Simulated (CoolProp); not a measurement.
The numbers come from the reference Helmholtz-energy equation of state, Gao 2022 in CoolProp.

**Question.** Give the vapour pressure (bar), liquid density (kg/m³), vapour density (kg/m³), liquid cp (kJ/(kg K)) of saturated n-perfluorobutane at 2.15, 53.95, 71.25 °C.

**Answer.** 
```tsv
T (°C)	p (bar)	liquid density (kg/m³)	vapour density (kg/m³)	liquid cp (kJ/(kg K))
2.15	1.19	1580	13.1	1.11
53.95	6.17	1370	66.0	1.21
71.25	9.45	1280	105	1.28
```
